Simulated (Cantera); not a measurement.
# Ignition delay

Mixture: H₂ : O₂ : N₂ = 1 : 0.5 : 1.6 (molar parts), equivalence ratio 1.0, at 500000 Pa, adiabatic and at constant volume. Ignition delay is the time to a rise of 400 K.

Detailed kinetics in Cantera: GRI-Mech 3.0 (53 species, 325 reactions). The hydrogen kinetics of GRI-Mech 3.0 are dated; newer H2 mechanisms differ, most at raised pressure. Where the delays flatten at high temperature, the 400 K rule measures the pace of heat release, not the induction time.

```
T0 (K)  delay (ms)
------  ----------
1075          1.13
1175        0.0213
1275       0.00695
1375       0.00393
1475       0.00263
1575       0.00193
1675       0.00151
1775       0.00124
1875       0.00108
1975      0.000979
```
